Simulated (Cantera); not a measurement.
Input: 1 mol SiH2Cl2, 10 mol H2, 0.078 mol CH4, at 1798.15 K and 1330 Pa.

Cantera equilibrium calculation (NASA polynomials, part measured and part estimated; ideal gas, pure solids and liquids). Candidate condensed phases: C, C6H6, C7H8, C8H18, Si, SiC; 109 gas species. Mutual solubility and eutectic melting of coexisting phases are not modelled. The tables' values for SiCl, SiCl3 are old estimates; treat these amounts as uncertain. Gases not in the tables: Si2H6 and higher silanes. Rates play no part.

Base state: H2 0.866, HCl 0.0965, SiCl2 0.0333, H 0.00284, SiCl 0.000243, Cl 0.000242, Si 0.000232, SiCl3 0.000203 (mole fractions); condensed: Si(l) + SiC(s).

### Question
What changes in the equilibrium state with this change: SiH2Cl2 replaced by SiH4?

### Answer
```
species        before     after
-----------  --------  --------
H2              0.866     0.997
H             0.00284   0.00305
Si           0.000232  0.000232
HCl            0.0965         0
SiCl2          0.0333         0
SiCl         0.000243         0
Cl           0.000242         0
SiCl3        0.000203         0
SiH2          2.56e-5   2.94e-5
SiH           2.86e-5   3.07e-5
Si(l), mol      0.507     0.918
SiC(s), mol    0.0780    0.0780
```

### Question
What changes in the equilibrium state with this change: temperature from 1798.15 K to 2348 K?

### Answer
```csv
species,before,after
H2,0.866,0.721
HCl,0.0965,0.109
H,0.00284,0.0908
Si,0.000232,0.0463
SiCl2,0.0333,0.0120
SiC2,1.91e-9,0.000710
C2H2 (acetylene),8.54e-8,0.000372
Si2C,2.44e-6,0.00357
Si2,1.39e-6,0.000424
Si3,3.32e-7,3.40e-5
"Si(l), mol",0.507,0
"SiC(s), mol",0.0780,0
```
